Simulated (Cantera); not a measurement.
An adiabatic, constant-pressure homogeneous reactor starts with CH4 : H2 : O2 : N2 : H2O = 1 : 0.15 : 0.865 : 3.25 : 0.17 (molar parts), at 1300 K and 0.533 atm.

Detailed kinetics in Cantera: GRI-Mech 3.0 (53 species, 325 reactions).

One state of this run: T (K) = 2142; x CH4 = 7.09e-11; x H2 = 0.229; x O2 = 3.28e-7; x HO2 = 2.02e-10; x H2O2 = 1.48e-10; x C2H2 = <1e-12. x: mole fraction; the columns are a selection and need not sum to one.

Q: Which value of t (s) does it belong to?
A) 0.000159
B) 1.15e-5
C) 6.62e-5
D) 0.417

A: D, 0.417
